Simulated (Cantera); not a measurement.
SiCl4 + Cl2 + H2 (chlorosilane synthesis and conversion)

A closed system holds: 1 mol SiCl4, a varied amount of Cl2, 2.4 mol H2, held at 827 °C and 170000 Pa.

These are equilibrium values from Cantera (NASA tables, ideal gas, pure condensed phases), not measurements of a reactor. Candidate condensed phases: Si; 19 gas species. The tables' values for SiCl3 are old estimates; treat these amounts as uncertain. The numbers say what is thermodynamically allowed, not how fast it happens.

From 0.5 mol Cl2 to 2.4 mol Cl2 nothing is condensed. The main Si-bearing gas is SiCl4 throughout.

```json
[
 {"n(Cl2) (mol)": "0.5", "log p HCl": "-0.35", "log p H2": "-0.09", "log p SiCl4": "-0.37", "log p SiHCl3": "-1.94"},
 {"n(Cl2) (mol)": "0.57", "log p HCl": "-0.30", "log p H2": "-0.11", "log p SiCl4": "-0.38", "log p SiHCl3": "-2.02"},
 {"n(Cl2) (mol)": "0.65", "log p HCl": "-0.26", "log p H2": "-0.14", "log p SiCl4": "-0.39", "log p SiHCl3": "-2.10"},
 {"n(Cl2) (mol)": "0.74", "log p HCl": "-0.21", "log p H2": "-0.17", "log p SiCl4": "-0.39", "log p SiHCl3": "-2.18"},
 {"n(Cl2) (mol)": "0.84", "log p HCl": "-0.17", "log p H2": "-0.21", "log p SiCl4": "-0.40", "log p SiHCl3": "-2.27"},
 {"n(Cl2) (mol)": "0.96", "log p HCl": "-0.12", "log p H2": "-0.25", "log p SiCl4": "-0.41", "log p SiHCl3": "-2.38"},
 {"n(Cl2) (mol)": "1.1", "log p HCl": "-0.08", "log p H2": "-0.31", "log p SiCl4": "-0.43", "log p SiHCl3": "-2.49"},
 {"n(Cl2) (mol)": "1.2", "log p HCl": "-0.05", "log p H2": "-0.36", "log p SiCl4": "-0.44", "log p SiHCl3": "-2.57"},
 {"n(Cl2) (mol)": "1.4", "log p HCl": "0.00", "log p H2": "-0.45", "log p SiCl4": "-0.45", "log p SiHCl3": "-2.73"},
 {"n(Cl2) (mol)": "1.6", "log p HCl": "0.04", "log p H2": "-0.57", "log p SiCl4": "-0.47", "log p SiHCl3": "-2.91"},
 {"n(Cl2) (mol)": "1.8", "log p HCl": "0.07", "log p H2": "-0.71", "log p SiCl4": "-0.49", "log p SiHCl3": "-3.10"},
 {"n(Cl2) (mol)": "2.1", "log p HCl": "0.11", "log p H2": "-1.03", "log p SiCl4": "-0.51", "log p SiHCl3": "-3.49"},
 {"n(Cl2) (mol)": "2.4", "log p HCl": "0.15", "log p H2": "-4.64", "log p SiCl4": "-0.53", "log p SiHCl3": "-7.15"}
]
```
log p: log10 of the partial pressure in bar; nothing condenses.
